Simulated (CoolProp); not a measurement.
Vapour-liquid equilibrium of dimethyl ether (1) + n-hexane (2) at 237 K; x and y are mole fractions of (1).

Model: multi-fluid Helmholtz-energy mixture model, Wu 2011 and Thol 2019; pair parameters Bell 2016, in CoolProp.

| x | bubble pressure (kPa) | y at the bubble point | dew pressure at overall composition x (kPa) | liquid density (mol/L) |
|---|---|---|---|---|
| 0.05 | 5.797 | 0.899 | 0.6411 | 8.445 |
| 0.125 | 13.16 | 0.959 | 0.6957 | 8.803 |
| 0.2 | 19.78 | 0.974 | 0.7606 | 9.187 |
| 0.275 | 25.54 | 0.982 | 0.8387 | 9.600 |
| 0.35 | 30.44 | 0.986 | 0.9348 | 10.05 |
| 0.425 | 34.60 | 0.988 | 1.056 | 10.53 |
| 0.5 | 38.15 | 0.990 | 1.212 | 11.05 |
| 0.575 | 41.30 | 0.992 | 1.424 | 11.63 |
| 0.65 | 44.22 | 0.993 | 1.725 | 12.26 |
| 0.725 | 47.11 | 0.994 | 2.186 | 12.96 |
| 0.8 | 50.13 | 0.996 | 2.986 | 13.73 |
| 0.875 | 53.45 | 0.997 | 4.707 | 14.60 |
| 0.95 | 57.24 | 0.999 | 11.09 | 15.57 |

No azeotrope shows between x = 0.05 and 0.95.

Pair parameters are fitted to limited data, so mixtures are less certain than the pure fluids. With so large a gap from Raoult's law the liquid may split in two, which this calculation doesn't test in full.
